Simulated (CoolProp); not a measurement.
Properties of n-octane at several states (Tc = 295.6 °C, pc = 24.84 bar, ω = 0.398).

Values from CoolProp's reference Helmholtz-energy equation of state, Beckmüller 2019.

```json
[
 {"T (°C)": "100.45", "p (bar)": "25.4", "phase": "liquid", "cp (kJ/(kg K))": "2.523", "conductivity (mW/(m K))": "105", "Prandtl number": "6.09"},
 {"T (°C)": "120.75", "p (bar)": "3.85", "phase": "liquid", "cp (kJ/(kg K))": "2.623", "conductivity (mW/(m K))": "98.0", "Prandtl number": "(withheld)"},
 {"T (°C)": "41.55", "p (bar)": "15.8", "phase": "liquid", "cp (kJ/(kg K))": "2.286", "conductivity (mW/(m K))": "120", "Prandtl number": "8.18"},
 {"T (°C)": "1.85", "p (bar)": "0.791", "phase": "liquid", "cp (kJ/(kg K))": "(withheld)", "conductivity (mW/(m K))": "(withheld)", "Prandtl number": "11.3"}
]
```

Q: Fill in the missing entries.

A: 
- 120.75, Prandtl number: 5.60
- 1.85, cp (kJ/(kg K)): 2.148
- 1.85, conductivity (mW/(m K)): 132

Viscosity comes from a separate model (Huber 2004). Thermal conductivity comes from a separate model (Huber 2005).
